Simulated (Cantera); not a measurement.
Standard-state values (1 bar) from the NASA 1993 polynomials, evaluated with Cantera. Values are per mole of reaction as written; species without (g) are pure solids or liquids, kept so even where they would boil at 1 bar.

Q: Between 300 and 525 K, where is each reaction favourable under standard conditions?
- 6 C2H4(g) + 3 TiCl4 ⇌ 3 Ti + 2 C6H6(g) + 12 HCl(g)

A: 
- 6 C2H4(g) + 3 TiCl4 ⇌ 3 Ti + 2 C6H6(g) + 12 HCl(g): ΔG° is 916 kJ at 300 K and 743 kJ at 525 K; it stays positive (K < 1). ΔH° is 1132 kJ and ΔS° 742 J/K at 525 K.
